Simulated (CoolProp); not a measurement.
The fluid at 293.15 K and 1.01 MPa flows at 11 m/s in a round tube of 25 mm bore and 45 µm roughness, fully developed (64/Re and Nu = 3.66 if laminar; Colebrook and Gnielinski if turbulent). The same conditions are run with several fluids, on thermodynamics alone (safety and materials aside).

The numbers come from the reference Helmholtz-energy equation of state of each fluid (R125: Lemmon 2005; C2F6 (R116): Lemmon 2006; normal hydrogen: Leachman 2009; carbon dioxide: Span 1996; oxygen: Schmidt 1985) in CoolProp.

Task: Rank R125, C2F6 (R116), normal hydrogen, carbon dioxide, oxygen by Reynolds number, highest first.

Result: R125 (1300000), C2F6 (R116) (1280000), carbon dioxide (359000), oxygen (179000), normal hydrogen (25900)

```json
[
 {"fluid": "R125", "Darcy friction factor": "0.0229", "pressure drop (Pa/m)": "3410", "heat-transfer coefficient (W/(m² K))": "1960", "mass flow (kg/h)": "1190"},
 {"fluid": "C2F6 (R116)", "Darcy friction factor": "0.0229", "pressure drop (Pa/m)": "3610", "heat-transfer coefficient (W/(m² K))": "1900", "mass flow (kg/h)": "1260"},
 {"fluid": "normal hydrogen", "Darcy friction factor": "0.0283", "pressure drop (Pa/m)": "56.8", "heat-transfer coefficient (W/(m² K))": "535", "mass flow (kg/h)": "16.1"},
 {"fluid": "carbon dioxide", "Darcy friction factor": "0.0233", "pressure drop (Pa/m)": "1090", "heat-transfer coefficient (W/(m² K))": "626", "mass flow (kg/h)": "375"},
 {"fluid": "oxygen", "Darcy friction factor": "0.0238", "pressure drop (Pa/m)": "770", "heat-transfer coefficient (W/(m² K))": "469", "mass flow (kg/h)": "260"}
]
```

Transport values come from each fluid's own correlations; those of C2F6 (R116) are estimates that may be off by 10 % or more.
